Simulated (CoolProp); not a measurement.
A single-stage vapour-compression cycle with cis-2-butene: evaporating at 321.15 K (dew point), condensing at 376.15 K (bubble point), superheat 2 K, subcooling 8 K, compressor efficiency 0.7, no pressure losses. Each further row changes one setting.

Computed with CoolProp (reference Helmholtz-energy equation of state, Lemmon 2005). It is a short technical equation, of lower accuracy than the large ones.

| case | cooling COP | pressure ratio | discharge temperature (K) | refrigerating effect (kJ/kg) | volumetric capacity (kJ/m³) |
|---|---|---|---|---|---|
| as stated | … | 3.56 | 386.0 | 252 | 2480 |
| evaporating temperature 326.15 K | 3.70 | … | 384.9 | 257 | … |
| condensing temperature 371.15 K | 3.69 | 3.22 | … | 265 | 2610 |
| subcooling 13 K | 3.41 | 3.56 | 386.0 | 265 | 2610 |
| superheat 12 K | 3.29 | 3.56 | … | … | 2530 |
| compressor efficiency 0.6 | 2.77 | 3.56 | 391.9 | 252 | 2480 |

Problem. Complete the blanks.

Solution. 
- as stated, cooling COP: 3.24
- evaporating temperature 326.15 K, pressure ratio: 3.11
- evaporating temperature 326.15 K, volumetric capacity (kJ/m³): 2890
- condensing temperature 371.15 K, discharge temperature (K): 380.7
- superheat 12 K, discharge temperature (K): 395.6
- superheat 12 K, refrigerating effect (kJ/kg): 269
